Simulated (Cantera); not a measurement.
Moist CO burnout

An isothermal, constant-pressure homogeneous reactor starts with 1.35 % CO, 1.35 % O2, 0.532 % H2O, 96.8 % N2, equivalence ratio 0.50, at 1100 K and 3.50 bar.

Computed with Cantera and GRI-Mech 3.0 (53 species, 325 reactions).

| t (s) | x CO | x O2 | x H2O | x H2 | x O |
|---|---|---|---|---|---|
| 0.000300 | 0.0135 | 0.0135 | 0.00532 | 1.10e-11 | 1.35e-9 |
| 0.000823 | 0.0135 | 0.0135 | 0.00532 | 1.01e-10 | 3.32e-9 |
| 0.00226 | 0.0135 | 0.0135 | 0.00532 | 1.34e-9 | 1.50e-8 |
| 0.00620 | 0.0135 | 0.0135 | 0.00532 | 1.52e-7 | 5.70e-7 |
| 0.0170 | 0.0130 | 0.0133 | 0.00530 | 1.48e-5 | 2.09e-6 |
| 0.0468 | 0.0112 | 0.0124 | 0.00529 | 3.74e-5 | 2.08e-6 |
| 0.128 | 0.00724 | 0.0104 | 0.00530 | 3.49e-5 | 1.61e-6 |
| 0.352 | 0.00251 | 0.00807 | 0.00533 | 1.48e-5 | 7.31e-7 |
| 0.967 | 0.000360 | 0.00700 | 0.00535 | 1.97e-6 | 1.20e-7 |
| 2.65 | 3.07e-5 | 0.00683 | 0.00536 | 1.47e-7 | 8.37e-9 |
| 7.29 | 5.05e-7 | 0.00682 | 0.00536 | 2.54e-9 | 7.15e-10 |
| 20.0 | 2.60e-10 | 0.00682 | 0.00536 | 9.62e-11 | 4.55e-10 |
x: mole fraction; the columns are a selection and need not sum to one.

Equilibrium at this temperature and pressure: CO 1.19e-10, O2 0.00681, H2O 0.00536, H2 4.60e-11, O 1.11e-10 (gas phase only).
